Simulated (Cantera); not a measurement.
What does this Cantera script print?

```python
import numpy as np
import cantera as ct

gas_names = [...]  # 113 gases of nasa_gas.yaml made of C, H, O, Ta
cond_names = """
    C(gr) C6H6(L) C7H8(L) C8H18(L),n-octa H2O(s) H2O(L) Ta(cr) Ta(L) TaC(s) TaC(L) Ta2O5(s) Ta2O5(L)
""".split()


# ... load() reads the species with a 1 bar reference pressure and builds the phases ...
atoms = {
    'Ta': {'Ta': 1},
    'CO2': {'C': 1, 'O': 2},
    'H2': {'H': 2},
}
top_T = {'C(gr)': 4500}  # K; cautious upper limits of use, not melting points


# ... equilibrate(T, P, feed) seeds the gas with the atoms and calls Mixture.equilibrate('TP', solver="vcs", rtol=1e-11, max_steps=5000) ...
results = []
feed = {'Ta': 1, 'CO2': 0.12, 'H2': 360}  # mol
T = 1323.15  # K
P = 1333.22  # Pa
mix = equilibrate(T, P, feed)
results.append((T, P, feed, dict(zip(mix.species_names, mix.species_moles))))
print(gas.report(threshold=1e-05))
for i in range(1, mix.n_phases):
    print(f"{mix.phase(i).name:16s} {mix.phase_moles(i):12.5e} mol")
```

It prints:

```
       temperature   1323.2 K
          pressure   1333.2 Pa
           density   0.00024435 kg/m^3
  mean mol. weight   2.0163 kg/kmol
   phase of matter   gas

                          1 kg             1 kmol
                     ---------------   ---------------
          enthalpy        1.5213e+07        3.0673e+07  J
   internal energy        9.7566e+06        1.9672e+07  J
           entropy        1.0454e+05        2.1078e+05  J/K
    Gibbs function       -1.2311e+08       -2.4823e+08  J
 heat capacity c_p             15686             31627  J/K
 heat capacity c_v             11562             23313  J/K

                      mass frac. Y      mole frac. X     chem. pot. / RT
                     ---------------   ---------------   ---------------
                 H         6.882e-06        1.3766e-05           -11.281
                H2           0.99982           0.99997           -22.563
               H2O         0.0001651        1.8478e-05            -63.01
     [ +110 minor]        7.4487e-06        5.3629e-07

C(gr)             0.00000e+00 mol
Ta(cr)            7.86931e-01 mol
TaC(s)            1.19807e-01 mol
Ta2O5(s)          4.66310e-02 mol
```

Equilibrium computed with Cantera from the NASA thermochemical tables; the gas is ideal and each condensed phase is pure. Mutual solubility and eutectic melting of coexisting phases are not modelled. TaC: taken at fixed stoichiometry. Condensed phases not in the tables: Ta2C, N, O or C dissolved in the metal.
